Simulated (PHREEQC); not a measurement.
Alkaline etch or developer: speciation

Consider water at 10 °C with 0.0032 mol CsOH, 5e-05 mol H3BO3 and 0.0026 mol (CH3)4NCl per kg of water. Closed to the air; pH follows from the charge balance.

Equilibrium calculation in PHREEQC: ion-association model, wateq4f.dat.

Each row changes one thing in this solution. This is a speciation only: nothing precipitates in the calculation.

| case | pH | H3BO3 (mol/kgw) |
|---|---|---|
| as made | 12.00 | 1.07e-7 |
| 0.0017 mol/kgw Na2SO4 added | 11.99 | 1.07e-7 |
| CsOH from 0.0032 to 0.00032 mol/kgw | 10.94 | 1.22e-6 |
| CsOH from 0.0032 to 0.016 mol/kgw | 12.68 | ___ |
| CsOH from 0.0032 to 0.0016 mol/kgw | ___ | 2.17e-7 |
| (CH3)4NCl from 0.0026 to 0.0013 mol/kgw | 12.00 | 1.07e-7 |
| temperature from 10 to 85 °C | ___ | 3.13e-6 |
| (CH3)4NCl left out | ___ | 1.07e-7 |

### Question
Complete the blanks.

### Answer

- CsOH from 0.0032 to 0.016 mol/kgw, H3BO3 (mol/kgw): 2.10e-8
- CsOH from 0.0032 to 0.0016 mol/kgw, pH: 11.69
- temperature from 10 to 85 °C, pH: 9.98
- (CH3)4NCl left out, pH: 12.01

Species that the database lacks are ignored. (CH3)4N+ isn't in the database: it is added as a free cation with an ion size of 4 Å. Constants without temperature data keep their 25 °C values here.
